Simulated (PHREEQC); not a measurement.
Synthetic water in mg/kgw, 70 °C, pH 6.31:

| constituent | mg/kgw |
|---|---|
| Na | 3670 |
| K | 757 |
| Ca | 335 |
| Mg | 83.4 |
| Cl | 6680 |
| S(6) as SO4 | 649 |
| Alkalinity as HCO3 | 0.36 |
| Si as SiO2 | 90.1 |

Valence states are taken as typed.

Equilibrium calculation in PHREEQC: Pitzer model, pitzer.dat.

| Property | Result |
|---|---|
| ionic strength | 0.221 mol/kgw |
| activity of water | 0.994 |
| specific conductance | 43200 µS/cm |
| density | 0.986 g/cm³ |
| osmotic coefficient | 0.904 |
| charge-balance error | 0.2 % |

| species | molality | activity | log γ |
|---|---|---|---|
| Cl- | 0.188 | 0.131 | -0.158 |
| Na+ | 0.160 | 0.116 | -0.141 |
| K+ | 0.0194 | 0.0136 | -0.152 |
| Ca+2 | 0.00836 | 0.00198 | -0.625 |
| SO4-2 | 0.00676 | 0.00116 | -0.766 |
| Mg+2 | 0.00343 | 0.000894 | -0.584 |
| H4SiO4 | 0.00150 | 0.00152 | 0.008 |

This is a speciation only: nothing precipitates in the calculation. Away from 25 °C the constants follow the database's enthalpies or fits; those with neither stay at their 25 °C values.
